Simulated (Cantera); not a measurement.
# Adiabatic ignition

An adiabatic, constant-pressure homogeneous reactor starts with 13.8 % H₂, 18.2 % O₂, 68.1 % N₂, equivalence ratio 0.38, at 1575 K and 21800 Torr.

Model: the H2/O2 subset of GRI-Mech 3.0, which has no nitrogen chemistry, integrated in Cantera. The hydrogen kinetics of GRI-Mech 3.0 are dated; newer H2 mechanisms differ, most at raised pressure. The pressure lies above the range GRI-Mech 3.0 was tuned for (to about 10 atm).

| t (s) | T (K) | x H₂ | x O₂ | x H | x HO₂ | x H₂O | x O | x OH |
|---|---|---|---|---|---|---|---|---|
| 2.00e-6 | 2492 | 0.000571 | 0.119 | 0.000134 | 2.71e-5 | 0.143 | 0.00113 | 0.00709 |
| 4.69e-6 | 2497 | 0.000457 | 0.119 | 9.95e-5 | 2.58e-5 | 0.144 | 0.000922 | 0.00644 |
| 1.10e-5 | 2497 | 0.000457 | 0.119 | 9.94e-5 | 2.58e-5 | 0.144 | 0.000921 | 0.00644 |
| 2.57e-5 | 2497 | 0.000457 | 0.119 | 9.94e-5 | 2.58e-5 | 0.144 | 0.000921 | 0.00644 |
| 6.02e-5 | 2497 | 0.000457 | 0.119 | 9.94e-5 | 2.58e-5 | 0.144 | 0.000921 | 0.00644 |
| 0.000141 | 2497 | 0.000457 | 0.119 | 9.94e-5 | 2.58e-5 | 0.144 | 0.000921 | 0.00644 |
| 0.000331 | 2497 | 0.000457 | 0.119 | 9.94e-5 | 2.58e-5 | 0.144 | 0.000921 | 0.00644 |
| 0.000775 | 2497 | 0.000457 | 0.119 | 9.94e-5 | 2.58e-5 | 0.144 | 0.000921 | 0.00644 |
| 0.00181 | 2497 | 0.000457 | 0.119 | 9.94e-5 | 2.58e-5 | 0.144 | 0.000921 | 0.00644 |
| 0.00425 | 2497 | 0.000457 | 0.119 | 9.94e-5 | 2.58e-5 | 0.144 | 0.000921 | 0.00644 |
| 0.00996 | 2497 | 0.000457 | 0.119 | 9.94e-5 | 2.58e-5 | 0.144 | 0.000921 | 0.00644 |
| 0.0233 | 2497 | 0.000457 | 0.119 | 9.94e-5 | 2.58e-5 | 0.144 | 0.000921 | 0.00644 |
| 0.0547 | 2497 | 0.000457 | 0.119 | 9.94e-5 | 2.58e-5 | 0.144 | 0.000921 | 0.00644 |
| 0.128 | 2497 | 0.000457 | 0.119 | 9.94e-5 | 2.58e-5 | 0.144 | 0.000921 | 0.00644 |
| 0.300 | 2497 | 0.000457 | 0.119 | 9.94e-5 | 2.58e-5 | 0.144 | 0.000921 | 0.00644 |
x: mole fraction; the columns are a selection and need not sum to one.

```json
{
  "time_of_steepest_temperature_rise": "0.597 µs",
  "temperature at 0.300 s": "2497 K",
  "equilibrium_temperature": "2497 K",
  "x(H₂) at 0.300 s": "0.000457 (gas-phase equilibrium 0.000457)",
  "x(O₂) at 0.300 s": "0.119 (gas-phase equilibrium 0.119)",
  "x(H) at 0.300 s": "9.94e-5 (gas-phase equilibrium 9.94e-5)"
}
```
